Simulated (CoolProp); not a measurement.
Properties of octamethylcyclotetrasiloxane (D4) along the isobar 0.973 MPa (Tc = 586.5 K, pc = 1.347 MPa, ω = 0.598).

Values from CoolProp's reference Helmholtz-energy equation of state, Thol 2015.

```csv
T (K),phase,Z,isothermal compressibility (1/MPa),fugacity coefficient
405.4,liquid,0.1036,0.004003,___
421.9,liquid,0.1021,___,0.05232
438.4,liquid,0.1010,0.005816,0.08173
454.9,liquid,0.1002,0.007168,0.1217
471.4,liquid,0.09976,0.009017,0.1738
487.9,liquid,0.09978,0.01166,0.2391
504.5,liquid,0.1003,0.01569,___
521,liquid,0.1017,0.02232,0.4107
537.5,liquid,0.1041,___,0.5151
554,liquid,0.1089,0.06740,0.6291
570.5,gas,0.5988,2.263,0.7220
587,gas,0.6739,1.730,0.7535
603.5,gas,0.7246,1.520,0.7799
620,gas,0.7630,1.402,0.8027
```

Q: Complete the blanks.

A: 
- 405.4, fugacity coefficient: 0.03171
- 421.9, isothermal compressibility (1/MPa): 0.004795
- 504.5, fugacity coefficient: 0.3185
- 537.5, isothermal compressibility (1/MPa): 0.03502
